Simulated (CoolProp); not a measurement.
Saturation properties of R134a (Tc = 374.2 K, pc = 4.059 MPa, ω = 0.327).

Model: reference Helmholtz-energy equation of state, Tillner-Roth 1994, in CoolProp.

```csv
T (K),p (MPa),vapour density (kg/m³),liquid viscosity (µPa s)
283.8,0.4237,20.66,233
287,0.4706,22.90,224
290.2,0.5213,25.35,215
293.4,0.5761,28.00,207
296.6,0.6352,30.87,199
299.8,0.6987,33.99,191
303.1,0.7691,37.48,183
306.3,0.8423,41.15,176
309.5,0.9207,45.13,169
312.7,1.004,49.45,162
315.9,1.094,54.13,156
319.1,1.189,59.21,150
```

It boils at 247.1 K under 1 atm.

Viscosity comes from a separate model (Huber 2003), an estimate that may be off by 10 % or more.
